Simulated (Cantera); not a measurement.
Input: 1 mol CH3SiH3, 0.015 mol C2H4, 1.1 mol H2, equilibrated at 2600 K and 1000 Pa.

Cantera's Mixture.equilibrate('TP', solver="vcs", rtol=1e-11, max_steps=5000) on the NASA tables stopped like this:

```
ERROR: FAILURE its = 5001!

*******************************************************************************
CanteraError thrown by MultiPhase::equilibrate:
VCS solver failed. Return code: -1
*******************************************************************************
```

Q: What got this run through?

A: This is not unique; one that fits is The failure is numerical, not chemical. The same input converged with solver="gibbs", rtol=1e-10, max_steps=50000, and the result passed a check of the equilibrium conditions:
```
T = 2600 K  P = 1000 Pa  gas = 5.917 mol
   x: H2 5.460e-01  H 2.836e-01  Si 1.121e-01  SiC2 3.831e-02  C2H2,acetylene 8.855e-03  Si2C 7.861e-03  SiH 1.891e-03  C2H 4.048e-04  Si2 3.966e-04  C3 2.215e-04  SiH2 9.080e-05  SiC 8.357e-05  C 6.239e-05  C4H2 5.950e-05  C2 2.080e-05  C2H2,vinylidene 9.550e-06  Si3 7.602e-06  CH 4.436e-06  CH2 3.870e-06  CH3 3.496e-06  C5 1.002e-06
   condensed (mol): C(gr) 0.4139
```

The gas is ideal and each condensed phase is pure. The feed counts by its element totals alone. Gases not in the tables: Si2H6 and higher silanes.
